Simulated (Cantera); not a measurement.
Input (Python, Cantera) and output of one run.

```python
import numpy as np
import cantera as ct

gas_names = [...]  # 49 gases of nasa_gas.yaml made of B, Cl, H, N, O
cond_names = """
    B(b) B(L) BN(s) B2O3(L) B3O3H3(cr) H2O(s) H2O(L) NH4CL(a) NH4CL(b)
""".split()


# ... load() reads the species with a 1 bar reference pressure and builds the phases ...
atoms = {
    'BCl3': {'B': 1, 'CL': 3},
    'H2O': {'H': 2, 'O': 1},
    'N2': {'N': 2},
}
top_T = {'BN(s)': 3200}  # K; cautious upper limits of use, not melting points


# ... equilibrate(T, P, feed) seeds the gas with the atoms and calls Mixture.equilibrate('TP', solver="vcs", rtol=1e-11, max_steps=5000) ...
results = []
feed = {'BCl3': 1, 'H2O': 0.061, 'N2': 6}  # mol
P = 95000  # Pa
for T in [925, 975, 1025, 1075, 1125, 1175, 1225, 1275, 1325, 1375, 1425, 1475]:
    mix = equilibrate(T, P, feed)
    results.append((T, P, feed, dict(zip(mix.species_names, mix.species_moles))))

top = {s: max(r[3][s] / sum(r[3][g] for g in gas_names) for r in results) for s in gas_names}
cols = sorted((s for s in top if top[s] > 1e-05), key=lambda s: -top[s])[:5]
seen = [c for c in cond_names if any(r[3].get(c, 0) > 1e-12 for r in results)]
print("log10 of partial pressures in bar; condensed amounts in mol")
print(f"{'T/K':>10s}" + "".join(f"{s[:9]:>10s}" for s in cols + seen))
for T, P, feed, n in results:
    ng = sum(n[g] for g in gas_names)
    print(f"{T:10.4g}" + "".join(f"{np.log10(max(n[s] / ng * P / 1e5, 1e-99)):10.3f}" for s in cols)
          + "".join(f"{n.get(c, 0):10.4g}" for c in seen))
```

It prints:

```
log10 of partial pressures in bar; condensed amounts in mol
       T/K        N2      BCL3       HCL   B3O3CL3      BOCL     BN(s)
       925    -0.094    -0.900    -1.786    -2.564    -8.028         0
       975    -0.094    -0.900    -1.786    -2.564    -7.378         0
      1025    -0.094    -0.900    -1.786    -2.564    -6.792         0
      1075    -0.094    -0.900    -1.786    -2.564    -6.262 2.227e-07
      1125    -0.094    -0.900    -1.786    -2.564    -5.779 1.242e-06
      1175    -0.094    -0.900    -1.786    -2.564    -5.338 3.632e-06
      1225    -0.094    -0.900    -1.786    -2.565    -4.934 8.564e-06
      1275    -0.094    -0.900    -1.786    -2.566    -4.563 1.784e-05
      1325    -0.094    -0.900    -1.786    -2.567    -4.220 3.401e-05
      1375    -0.094    -0.900    -1.786    -2.571    -3.903 6.043e-05
      1425    -0.094    -0.900    -1.786    -2.578    -3.610 0.0001009
      1475    -0.094    -0.900    -1.786    -2.590    -3.340 0.0001593
```

Cantera equilibrium calculation (NASA polynomials, part measured and part estimated; ideal gas, pure solids and liquids). N2 is the only nitrogen source here; it is nearly inert below about 1500 K, so the nitride shown seldom forms there in practice. The tables' values for BOCl, BCl2 are old estimates; treat these amounts as uncertain.
